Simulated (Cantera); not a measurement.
Input: 1 mol B₂H₆, 3.6 mol NH₃, 0.22 mol N₂, at 750 K and 840 Pa.

Method: chemical equilibrium by Gibbs-energy minimisation in Cantera with the NASA 1993 tables (ideal gas, pure condensed phases). Candidate condensed phases: B, BN; 15 gas species. The feed counts by its element totals alone. The numbers say what is thermodynamically allowed, not how fast it happens.

Problem. What is the equilibrium state?

Solution. 
```
Item                                 Value
-------------------------------  ---------
x(H₂)                                0.892
x(N₂)                                0.108
x(NH₃)                             1.19e-5
n(BN(s))                          2.00 mol
gas amount                       9.420 mol
log10 activity of B(s) (absent)     -11.36
```
